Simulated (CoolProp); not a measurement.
Hydrogen chloride at 567.78 K and 0.536 MPa is throttled through a valve to 0.355 MPa with no heat exchange. Each further row changes one setting.

Model: reference Helmholtz-energy equation of state, Thol 2018, in CoolProp.

| case | temperature change (K) | final density (kg/m³) |
|---|---|---|
| as stated | ___ | ___ |
| outlet pressure 0.106 MPa | -1.9 | 0.822 |
| outlet pressure 0.461 MPa | ___ | ___ |

Task: Complete the blanks.

Result: 
- as stated, temperature change (K): -0.8
- as stated, final density (kg/m³): 2.75
- outlet pressure 0.461 MPa, temperature change (K): -0.3
- outlet pressure 0.461 MPa, final density (kg/m³): 3.57
